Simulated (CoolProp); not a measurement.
The numbers come from the reference Helmholtz-energy equation of state, de Reuck 1993 in CoolProp.

Task: For methanol, give the phase and the conductivity (mW/(m K)) at 346.85 °C and 0.88 MPa; 346.85 °C and 1.76 MPa; 346.85 °C and 2.64 MPa.

Result: 
- 346.85 °C and 0.88 MPa: gas; conductivity 57.0
- 346.85 °C and 1.76 MPa: gas; conductivity 58.5
- 346.85 °C and 2.64 MPa: gas; conductivity 60.0

Thermal conductivity comes from a separate model (Sykioti 2013).
